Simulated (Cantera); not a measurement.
Charge: 1 mol Si, a varied amount of F₂, 2.6 mol N₂, held at 500 K and 10.0 Torr.

Method: chemical equilibrium by Gibbs-energy minimisation in Cantera with the NASA 1993 tables (ideal gas, pure condensed phases). Candidate condensed phases: Si, Si₃N₄; 16 gas species. N₂ is the only nitrogen source here; it is nearly inert below about 1500 K, so the nitride shown seldom forms there in practice. Kinetics and transport are ignored.

Question: Which condensed phases are stable at each of these points (n(F₂) (mol)): 0.69, 1.2, 1.8, 2.3, 2.8, 3.3, 3.9, 4.4, 4.9?

Answer: 
```csv
n(F₂) (mol),condensed phases,Si condensed (%)
0.69,Si₃N₄(s),65.5
1.2,Si₃N₄(s),40.0
1.8,Si₃N₄(s),10.0
2.3,gas only,0.0
2.8,gas only,0.0
3.3,gas only,0.0
3.9,gas only,0.0
4.4,gas only,0.0
4.9,gas only,0.0
```

From 0.69 mol F₂ to 1.8 mol F₂ the condensed part is Si₃N₄(s). From 2.3 mol F₂ to 4.9 mol F₂ nothing is condensed.
